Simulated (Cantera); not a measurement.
**Premixed flame**

A freely propagating, adiabatic, planar premixed flame of 12.0 % CH4, 18.5 % O2, 69.5 % N2, equivalence ratio 1.3, unburnt at 323 K and 9.87 atm; mixture-averaged transport, grid criteria slope 0.08 and curve 0.16, no radiation.

Cantera simulation using GRI-Mech 3.0 (53 species, 325 reactions); the numbers are that mechanism's predictions, not measurements. Burning velocities carry a grid error of a few per cent, more on coarse grids.

```
z (mm)   T (K)  u (m/s)     x CH4      x O2    x NO2       x H     x H2O    x CH2
-------  -----  -------  --------  --------  -------  --------  --------  -------
-0.522     323   0.0886     0.120     0.185    <1e-8     <1e-8   2.82e-5    <1e-8
-0.348     328   0.0903     0.119     0.184    <1e-8     <1e-8  0.000740    <1e-8
-0.261     354   0.0979     0.117     0.182  2.71e-8     <1e-8   0.00417    <1e-8
-0.174     512    0.143     0.106     0.169  2.43e-7     <1e-8    0.0241    <1e-8
-0.0870   1057    0.301    0.0693     0.117  8.35e-7   5.66e-7    0.0877    <1e-8
-0.0435   1480    0.425    0.0389    0.0707  2.79e-7   2.49e-5     0.135  1.46e-7
0         1853    0.536    0.0128    0.0260  1.57e-8  0.000232     0.175  5.70e-6
0.0435    2017    0.584   0.00396   0.00668    <1e-8  0.000420     0.189  8.36e-6
0.0870    2063    0.596   0.00206   0.00191    <1e-8  0.000359     0.191  3.75e-6
0.174     2081    0.601   0.00117  0.000272    <1e-8  0.000231     0.189  9.55e-7
0.348     2083    0.602  0.000644   1.41e-5    <1e-8  0.000181     0.187  3.19e-7
0.696     2081    0.602  0.000263   5.33e-7    <1e-8  0.000176     0.186  1.16e-7
1.39      2079    0.601   4.99e-5   4.40e-7    <1e-8  0.000178     0.185  2.09e-8
```
x: mole fraction of selected species; z is measured from the peak of heat release.

The laminar burning velocity comes out as 8.84 cm/s and the thermal thickness comes out as 0.174 mm. The peak x(H) comes out as 0.000421, the peak x(CH2) is 9.46e-6 and the grid points is 132.
